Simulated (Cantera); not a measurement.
Input (Python, Cantera) and output of one run.

```python
import numpy as np
import cantera as ct

gas_names = """
    F F2 H HF H2 H2F2 H3F3 H4F4 H5F5 H6F6 H7F7 N NF NF2 NF3 NH NH2 NH3 N2 N2H2 N2H4 Si SiF SiF2 SiF3
    SiF4 SiH SiHF3 SiH2 SiH2F2 SiH3 SiH3F SiH4 SiN Si2 Si2N Si3
""".split()
cond_names = """
    Si(cr) Si(L) Si3N4(a)
""".split()


# ... load() reads the species with a 1 bar reference pressure and builds the phases ...
atoms = {
    'SiF4': {'Si': 1, 'F': 4},
    'NH3': {'N': 1, 'H': 3},
    'N2': {'N': 2},
}
top_T = {'Si3N4(a)': 2400}  # K; cautious upper limits of use, not melting points


# ... equilibrate(T, P, feed) seeds the gas with the atoms and calls Mixture.equilibrate('TP', solver="vcs", rtol=1e-11, max_steps=5000) ...
results = []
feed = {'SiF4': 1, 'NH3': 0.24, 'N2': 1.2}  # mol
T = 1273.15  # K
P = 150  # Pa
mix = equilibrate(T, P, feed)
results.append((T, P, feed, dict(zip(mix.species_names, mix.species_moles))))
print(gas.report(threshold=0.001))
for i in range(1, mix.n_phases):
    print(f"{mix.phase(i).name:16s} {mix.phase_moles(i):12.5e} mol")
```

It prints:

```
       temperature   1273.2 K
          pressure   150 Pa
           density   0.00074766 kg/m^3
  mean mol. weight   52.762 kg/kmol
   phase of matter   gas

                          1 kg             1 kmol
                     ---------------   ---------------
          enthalpy       -1.0344e+07       -5.4578e+08  J
   internal energy       -1.0545e+07       -5.5637e+08  J
           entropy            6782.7        3.5787e+05  J/K
    Gibbs function        -1.898e+07       -1.0014e+09  J
 heat capacity c_p            1129.8             59613  J/K
 heat capacity c_v            972.26             51299  J/K

                      mass frac. Y      mole frac. X     chem. pot. / RT
                     ---------------   ---------------   ---------------
                HF         0.0022484         0.0059296           -60.696
                H2         0.0049943           0.13071           -26.675
                N2           0.26081           0.49122           -32.736
              SiF3         0.0084101         0.0052155           -154.04
              SiF4           0.72251           0.36627            -201.4
     [  +32 minor]         0.0010286        0.00065282

Si(cr)            0.00000e+00 mol
Si3N4(a)          0.00000e+00 mol
```

Cantera equilibrium calculation (NASA polynomials, part measured and part estimated; ideal gas, pure solids and liquids). The tables' values for SiF3, SiF2 are old estimates; treat these amounts as uncertain.
